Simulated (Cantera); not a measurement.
Feed: 1 mol Si, 0.0013 mol H2O, a varied amount of H2, equilibrated at 6.10 Pa.

Method: chemical equilibrium by Gibbs-energy minimisation in Cantera with the NASA 1993 tables (ideal gas, pure condensed phases). Candidate condensed phases: H2O, Si, SiO2; 18 gas species. Equilibrium is a limit: real reactors are often held back by kinetics, nucleation or transport.

Q: What condenses at these points (T in K, n(H2) in mol): (1498, 330); (1798, 20); (2098, 80); (1598, 660); (1998, 660)?

A: 
```csv
T (K),n(H2) in mol,condensed phases,Si condensed (%)
1498,330,Si,94.2
1798,20,gas only,0.0
2098,80,gas only,0.0
1598,660,gas only,0.0
1998,660,gas only,0.0
```
